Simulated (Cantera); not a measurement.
A freely propagating, adiabatic, planar premixed flame of 3.13 % C₃H₈, 19.8 % O₂, 74.5 % N₂, 2.60 % H₂O, equivalence ratio 0.79, unburnt at 400 K and 10.0 bar; mixture-averaged transport, grid criteria slope 0.08 and curve 0.16, no radiation.

Detailed kinetics in Cantera: GRI-Mech 3.0 (53 species, 325 reactions). GRI-Mech 3.0 was tuned for natural gas; its chemistry of propane as a main component is partial and can be far from experiment. Burning velocities carry a grid error of a few per cent, more on coarse grids.

### Question
Predict: laminar burning velocity; thermal thickness; peak x(HCN); peak x(H₂); peak x(CH₂CO).

### Answer
```json
{
  "laminar_burning_velocity": "23.4 cm/s",
  "thermal_thickness": "0.0762 mm",
  "peak x(HCN)": "2.89e-7",
  "peak x(H₂)": "0.00496",
  "peak x(CH₂CO)": "0.00120"
}
```
